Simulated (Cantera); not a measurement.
A Cantera script and what it prints.

```python
import numpy as np
import cantera as ct

gas_names = [...]  # 109 gases of nasa_gas.yaml made of C, Cl, H, Si
cond_names = """
    C(gr) C6H6(L) C7H8(L) C8H18(L),n-octa Si(cr) Si(L) SiC(b)
""".split()


# ... load() reads the species with a 1 bar reference pressure and builds the phases ...
atoms = {
    'CH3SiCl3': {'C': 1, 'H': 3, 'Si': 1, 'CL': 3},
    'H2': {'H': 2},
}
top_T = {'C(gr)': 4500, 'SiC(b)': 3050}  # K; cautious upper limits of use, not melting points


# ... equilibrate(T, P, feed) seeds the gas with the atoms and calls Mixture.equilibrate('TP', solver="vcs", rtol=1e-11, max_steps=5000) ...
results = []
feed = {'CH3SiCl3': 1, 'H2': 12}  # mol
T = 2275  # K
for P in [100, 320, 1000, 3200, 10000, 32000, 100000]:
    mix = equilibrate(T, P, feed)
    results.append((T, P, feed, dict(zip(mix.species_names, mix.species_moles))))

top = {s: max(r[3][s] / sum(r[3][g] for g in gas_names) for r in results) for s in gas_names}
cols = sorted((s for s in top if top[s] > 0.001), key=lambda s: -top[s])[:6]
seen = [c for c in cond_names if any(r[3].get(c, 0) > 1e-12 for r in results)]
print("log10 of partial pressures in bar; condensed amounts in mol")
print(f"{'P/Pa':>10s}" + "".join(f"{s[:9]:>10s}" for s in cols + seen))
for T, P, feed, n in results:
    ng = sum(n[g] for g in gas_names)
    print(f"{P:10.4g}" + "".join(f"{np.log10(max(n[s] / ng * P / 1e5, 1e-99)):10.3f}" for s in cols)
          + "".join(f"{n.get(c, 0):10.4g}" for c in seen))
```

Result:

```
log10 of partial pressures in bar; condensed amounts in mol
      P/Pa        H2         H       HCL        Si        CL     SiCL2     C(gr)    SiC(b)
       100    -3.236    -3.689    -3.898    -4.376    -4.492    -5.554    0.7016         0
       320    -2.671    -3.407    -3.343    -4.001    -4.220    -4.634    0.5938     0.147
      1000    -2.136    -3.139    -2.798    -4.001    -3.943    -4.080    0.2269    0.6318
      3200    -1.611    -2.876    -2.268    -4.001    -3.675    -3.544    0.1121    0.7812
     1e+04    -1.106    -2.624    -1.760    -4.001    -3.420    -3.034   0.07544    0.8276
   3.2e+04    -0.595    -2.369    -1.248    -4.001    -3.163    -2.520   0.06232    0.8431
     1e+05    -0.097    -2.120    -0.749    -4.001    -2.914    -2.021   0.05687    0.8476
```

Cantera equilibrium calculation (NASA polynomials, part measured and part estimated; ideal gas, pure solids and liquids). The feed counts by its element totals alone. The tables' values for SiCl, SiCl3 are old estimates; treat these amounts as uncertain. Gases not in the tables: Si2H6 and higher silanes.
